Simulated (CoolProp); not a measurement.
R245ca at 307.97 K and 0.0408 MPa is throttled through a valve to 0.00707 MPa with no heat exchange. Each further row changes one setting.

Values from CoolProp's reference Helmholtz-energy equation of state, Zhou 2016.

| case | temperature change (K) | final density (kg/m³) |
|---|---|---|
| as stated | -0.8 | 0.372 |
| outlet pressure 0.00212 MPa | -0.9 | 0.111 |
| outlet pressure 0.00919 MPa | -0.8 | 0.484 |
